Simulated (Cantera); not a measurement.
Charge: 1 mol PbO, 1.6 mol O2, 18 mol H2, at 1.00 Torr.

Cantera equilibrium calculation (NASA polynomials, part measured and part estimated; ideal gas, pure solids and liquids). Candidate condensed phases: H2O, Pb, PbO, PbO2, Pb3O4; 12 gas species. Kinetics and transport are ignored.

log p: log10 of the partial pressure in bar; n: condensed amount in mol.

| T (K) | log p H2 | log p H2O | log p Pb | log p H | log p PbO | log p Pb2 | n Pb(l) |
|---|---|---|---|---|---|---|---|
| 698 | -2.99 | -3.51 | -8.99 | <-14 | <-14 | <-14 | 1.000 |
| 748 | -2.99 | -3.51 | … | -14.04 | <-14 | <-14 | 1.000 |
| 798 | -2.99 | -3.51 | -7.24 | -13.07 | <-14 | -14.40 | 0.999 |
| 848 | -2.99 | -3.51 | -6.52 | -12.22 | -13.74 | -13.20 | 0.996 |
| 898 | -2.99 | -3.51 | -5.89 | -11.46 | -12.68 | -12.13 | 0.982 |
| 948 | -2.99 | -3.51 | -5.32 | -10.78 | -11.74 | -11.18 | 0.935 |
| 998 | -3.00 | -3.51 | -4.81 | -10.17 | -10.90 | -10.32 | 0.788 |
| 1048 | -3.01 | -3.52 | … | … | … | … | … |
| 1098 | -3.01 | -3.53 | -4.15 | -9.11 | -9.66 | -9.30 | 0 |
| 1148 | -3.01 | -3.53 | -4.15 | -8.65 | -9.40 | -9.43 | 0 |
| 1198 | -3.01 | -3.53 | -4.15 | -8.23 | -9.17 | -9.54 | 0 |
| 1248 | -3.01 | -3.53 | -4.15 | -7.84 | -8.96 | -9.65 | 0 |
| 1298 | -3.01 | -3.53 | -4.15 | -7.48 | -8.76 | -9.74 | 0 |

Fill in the missing entries.


- 1048, log p Pb: -4.35
- 1048, log p H: -9.61
- 1048, log p PbO: -10.13
- 1048, log p Pb2: -9.55
- 1048, n Pb(l): 0.376
- 748, log p Pb: -8.06
